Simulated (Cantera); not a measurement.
A Cantera script and what it prints.

```python
import numpy as np
import cantera as ct

gas_names = """
    H HO2 H2 H2O H2O2 H2S H2SO4 O OH O2 O3 S SH SO SO2 SO3 S2 S2O S8
""".split()
cond_names = """
    H2O(s) H2O(L) H2SO4(L) S(cr1) S(cr2) S(L)
""".split()


# ... load() reads the species with a 1 bar reference pressure and builds the phases ...
atoms = {
    'SO2': {'S': 1, 'O': 2},
    'H2': {'H': 2},
}
top_T = {}  # K; cautious upper limits of use, not melting points


# ... equilibrate(T, P, feed) seeds the gas with the atoms and calls Mixture.equilibrate('TP', solver="vcs", rtol=1e-11, max_steps=5000) ...
results = []
feed = {'SO2': 1, 'H2': 2.9}  # mol
T = 3173.15  # K
P = 770000  # Pa
mix = equilibrate(T, P, feed)
results.append((T, P, feed, dict(zip(mix.species_names, mix.species_moles))))
print(gas.report(threshold=1e-05))
for i in range(1, mix.n_phases):
    print(f"{mix.phase(i).name:16s} {mix.phase_moles(i):12.5e} mol")
```

Output:

```
       temperature   3173.2 K
          pressure   7.7e+05 Pa
           density   0.53533 kg/m^3
  mean mol. weight   18.343 kg/kmol
   phase of matter   gas

                          1 kg             1 kmol
                     ---------------   ---------------
          enthalpy        2.5986e+06        4.7665e+07  J
   internal energy        1.1603e+06        2.1282e+07  J
           entropy             13792        2.5298e+05  J/K
    Gibbs function       -4.1166e+07       -7.5509e+08  J
 heat capacity c_p            2423.8             44458  J/K
 heat capacity c_v            1970.5             36143  J/K

                      mass frac. Y      mole frac. X     chem. pot. / RT
                     ---------------   ---------------   ---------------
                 H          0.003095           0.05632           -10.017
                H2          0.039358            0.3581           -20.034
               H2O           0.32629           0.33222           -37.917
               H2S          0.025412          0.013679           -35.243
                 O         0.0016227         0.0018604           -17.882
                OH          0.018249          0.019682             -27.9
                O2         0.0011793        0.00067604           -35.765
                 S          0.044713          0.025582           -15.209
                SH          0.068309           0.03789           -25.226
                SO           0.20137          0.076857           -33.091
               SO2           0.16022          0.045877           -50.974
                S2           0.10558          0.030203           -30.418
               S2O         0.0045858         0.0010499             -48.3
     [   +6 minor]         1.582e-05        5.3168e-06

S(L)              0.00000e+00 mol
```

Cantera equilibrium calculation (NASA polynomials, part measured and part estimated; ideal gas, pure solids and liquids).
